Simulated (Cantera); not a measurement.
What does this Cantera script print?

```python
import numpy as np
import cantera as ct

gas_names = """
    H HO2 H2 H2O H2O2 H2S H2SO4 O OH O2 O3 S SH SO SO2 SO3 S2 S2O S8
""".split()
cond_names = """
    H2O(s) H2O(L) H2SO4(L) S(cr1) S(cr2) S(L)
""".split()


# ... load() reads the species with a 1 bar reference pressure and builds the phases ...
atoms = {
    'S': {'S': 1},
    'SO2': {'S': 1, 'O': 2},
    'H2': {'H': 2},
}
top_T = {}  # K; cautious upper limits of use, not melting points


# ... equilibrate(T, P, feed) seeds the gas with the atoms and calls Mixture.equilibrate('TP', solver="vcs", rtol=1e-11, max_steps=5000) ...
results = []
T = 2300  # K
P = 1000  # Pa
for m in [0.011, 0.016, 0.024, 0.035, 0.052, 0.076, 0.11, 0.17, 0.24]:
    feed = {'S': 1, 'SO2': m, 'H2': 11}  # mol
    mix = equilibrate(T, P, feed)
    results.append((T, P, feed, dict(zip(mix.species_names, mix.species_moles))))

top = {s: max(r[3][s] / sum(r[3][g] for g in gas_names) for r in results) for s in gas_names}
cols = sorted((s for s in top if top[s] > 0.001), key=lambda s: -top[s])[:7]
seen = [c for c in cond_names if any(r[3].get(c, 0) > 1e-12 for r in results)]
print("log10 of partial pressures in bar; condensed amounts in mol")
print(f"{'n(SO2)':>10s}" + "".join(f"{s[:9]:>10s}" for s in cols + seen))
for T, P, feed, n in results:
    ng = sum(n[g] for g in gas_names)
    print(f"{feed['SO2']:10.4g}" + "".join(f"{np.log10(max(n[s] / ng * P / 1e5, 1e-99)):10.3f}" for s in cols)
          + "".join(f"{n.get(c, 0):10.4g}" for c in seen))
```

It prints:

```
log10 of partial pressures in bar; condensed amounts in mol
    n(SO2)        H2         H       H2O         S        S2        SH        SO
     0.011    -2.073    -3.051    -4.806    -3.612    -3.714    -3.788    -5.670
     0.016    -2.073    -3.051    -4.644    -3.611    -3.712    -3.787    -5.506
     0.024    -2.074    -3.051    -4.468    -3.609    -3.708    -3.786    -5.328
     0.035    -2.075    -3.052    -4.305    -3.607    -3.704    -3.784    -5.162
     0.052    -2.077    -3.053    -4.135    -3.603    -3.697    -3.781    -4.986
     0.076    -2.079    -3.054    -3.972    -3.598    -3.687    -3.778    -4.817
      0.11    -2.083    -3.055    -3.815    -3.592    -3.674    -3.773    -4.649
      0.17    -2.088    -3.058    -3.631    -3.581    -3.652    -3.765    -4.449
      0.24    -2.095    -3.062    -3.487    -3.569    -3.629    -3.757    -4.287
```

These are equilibrium values from Cantera (NASA tables, ideal gas, pure condensed phases), not measurements of a reactor.
